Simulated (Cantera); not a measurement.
## Carbon deposition, reforming and gasification: C2H6 + CO2 + NH3

Input: 1 mol C2H6, 0.29 mol CO2, 0.023 mol NH3, at 0.100 bar.

Equilibrium computed with Cantera from the NASA thermochemical tables; the gas is ideal and each condensed phase is pure. Candidate condensed phases: C, C6H6, C7H8, C8H18, H2O; 136 gas species. Kinetics and transport are ignored.

```
T (°C)  log p H2  log p CH4  log p H2O  log p CO  log p CO2  n C(graphite)
------  --------  ---------  ---------  --------  ---------  -------------
252        -2.10      -1.21      -1.55     -5.43      -2.93           1.09
302        -1.77      -1.26      -1.58     -4.63      -2.83           1.17
352        -1.52      -1.36      -1.63     -3.95      -2.75           1.31
402        -1.34      -1.51      -1.71     -3.37      -2.66           1.49
452        -1.21      -1.72      -1.81     -2.88      -2.60           1.68
502        -1.14      -1.98      -1.95     -2.47      -2.57           1.80
552        -1.11      -2.26      -2.16     -2.15      -2.66           1.82
602        -1.09      -2.54      -2.44     -1.96      -2.89           1.78
652        -1.09      -2.82      -2.77     -1.86      -3.24           1.74
702        -1.08      -3.07      -3.12     -1.82      -3.66           1.71
752        -1.08      -3.29      -3.46     -1.81      -4.08           1.71
802        -1.08      -3.50      -3.78     -1.80      -4.47           1.71
852        -1.08      -3.70      -4.07     -1.80      -4.83           1.71
```
log p: log10 of the partial pressure in bar; n: condensed amount in mol.

From 252 °C to 852 °C the condensed part is C(graphite). The main C-bearing gas is CH4 at 252 °C and CO at 852 °C. The share of C in condensed phases is highest at 552 °C (79.7 %) and lowest at 252 °C (47.8 %).
